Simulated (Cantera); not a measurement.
Input: 1 mol Fe3O4, 250 mol H2.

These are equilibrium values from Cantera (NASA tables, ideal gas, pure condensed phases), not measurements of a reactor. Candidate condensed phases: Fe, FeO, Fe(OH)2, Fe(OH)3, Fe2O3, Fe3O4, H2O; 12 gas species. The numbers say what is thermodynamically allowed, not how fast it happens.

Task: What condenses at these points (T in K, P in Pa): (1948, 22000); (1573, 68); (2098, 460); (1498, 460); (2098, 22000)?

Result: 
```
T (K)  P in Pa  condensed phases  Fe condensed (%)
-----  -------  ----------------  ----------------
1948     22000                Fe              92.4
1573        68                Fe              91.9
2098       460          gas only               0.0
1498       460                Fe              99.7
2098     22000                Fe              60.4
```
